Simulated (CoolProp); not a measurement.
Properties of methane at several states.

Values from CoolProp's reference Helmholtz-energy equation of state, Setzmann 1991.

```csv
T (K),p (kPa),phase,conductivity (mW/(m K)),Prandtl number
302.1,633,gas,(withheld),(withheld)
151.7,85,gas,(withheld),(withheld)
255.7,15400,supercritical,(withheld),(withheld)
364,650,gas,44.3,0.729
```

Problem. Fill in the missing entries.

Solution. 
- 302.1, conductivity (mW/(m K)): 35.0
- 302.1, Prandtl number: 0.738
- 151.7, conductivity (mW/(m K)): 16.1
- 151.7, Prandtl number: 0.787
- 255.7, conductivity (mW/(m K)): 61.5
- 255.7, Prandtl number: 1.35

Viscosity comes from a separate model (Quiñones-Cisneros 2006). Thermal conductivity comes from a separate model (Friend 1989).
